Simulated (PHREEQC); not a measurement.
0.055 g of hydrous ferric oxide (600 m²/g; 0.2 weak and 0.005 strong sites per Fe, Dzombak-Morel constants, diffuse double layer) in 1 kg of water with 0.3 mol/kgw of an inert sodium salt and 3.9e-06 mol PbCl2 and 3.3e-07 mol Ag2SO4, at 25 °C; the pH is set by adding NaOH or the inert anion's acid. Oxygen alone is held at its pressure in air (log pO2 = -0.68). CO2 from the air is kept out. Nothing may precipitate in this run.

Base run: PHREEQC, ion-association model, wateq4f.dat. Each further column changes one thing. The table gives Ag sorbed (%).

```json
[
 {"pH": "4", "base": "0.0", "no electrostatic term (-no_edl)": "0.0", "background salt from 0.3 to 0.03 mol/kgw": "0.0", "oxide from 0.055 to 0.28 g/kgw": "0.0", "4.2e-05 mol/kgw NiCl2 added": "0.0"},
 {"pH": "4.38", "base": "0.0", "no electrostatic term (-no_edl)": "0.0", "background salt from 0.3 to 0.03 mol/kgw": "0.0", "oxide from 0.055 to 0.28 g/kgw": "0.0", "4.2e-05 mol/kgw NiCl2 added": "0.0"},
 {"pH": "5.12", "base": "0.0", "no electrostatic term (-no_edl)": "0.0", "background salt from 0.3 to 0.03 mol/kgw": "0.0", "oxide from 0.055 to 0.28 g/kgw": "0.7", "4.2e-05 mol/kgw NiCl2 added": "0.0"},
 {"pH": "5.5", "base": "0.0", "no electrostatic term (-no_edl)": "0.0", "background salt from 0.3 to 0.03 mol/kgw": "0.0", "oxide from 0.055 to 0.28 g/kgw": "2.2", "4.2e-05 mol/kgw NiCl2 added": "0.0"},
 {"pH": "6.25", "base": "0.1", "no electrostatic term (-no_edl)": "0.0", "background salt from 0.3 to 0.03 mol/kgw": "0.1", "oxide from 0.055 to 0.28 g/kgw": "15.2", "4.2e-05 mol/kgw NiCl2 added": "0.1"},
 {"pH": "6.62", "base": "0.2", "no electrostatic term (-no_edl)": "0.1", "background salt from 0.3 to 0.03 mol/kgw": "0.3", "oxide from 0.055 to 0.28 g/kgw": "31.5", "4.2e-05 mol/kgw NiCl2 added": "0.2"},
 {"pH": "7.38", "base": "1.3", "no electrostatic term (-no_edl)": "0.9", "background salt from 0.3 to 0.03 mol/kgw": "1.5", "oxide from 0.055 to 0.28 g/kgw": "74.2", "4.2e-05 mol/kgw NiCl2 added": "0.9"},
 {"pH": "7.75", "base": "3.0", "no electrostatic term (-no_edl)": "2.8", "background salt from 0.3 to 0.03 mol/kgw": "3.5", "oxide from 0.055 to 0.28 g/kgw": "87.2", "4.2e-05 mol/kgw NiCl2 added": "1.7"},
 {"pH": "8.5", "base": "14.6", "no electrostatic term (-no_edl)": "13.6", "background salt from 0.3 to 0.03 mol/kgw": "16.6", "oxide from 0.055 to 0.28 g/kgw": "97.4", "4.2e-05 mol/kgw NiCl2 added": "5.8"},
 {"pH": "8.88", "base": "28.1", "no electrostatic term (-no_edl)": "21.9", "background salt from 0.3 to 0.03 mol/kgw": "31.7", "oxide from 0.055 to 0.28 g/kgw": "98.9", "4.2e-05 mol/kgw NiCl2 added": "10.5"},
 {"pH": "9.62", "base": "64.6", "no electrostatic term (-no_edl)": "33.0", "background salt from 0.3 to 0.03 mol/kgw": "70.3", "oxide from 0.055 to 0.28 g/kgw": "99.8", "4.2e-05 mol/kgw NiCl2 added": "29.4"},
 {"pH": "10", "base": "79.3", "no electrostatic term (-no_edl)": "35.2", "background salt from 0.3 to 0.03 mol/kgw": "84.4", "oxide from 0.055 to 0.28 g/kgw": "99.9", "4.2e-05 mol/kgw NiCl2 added": "43.0"}
]
```

 In at least one series the solution becomes supersaturated in solids that the run did not let form, among them Ni(OH)2.
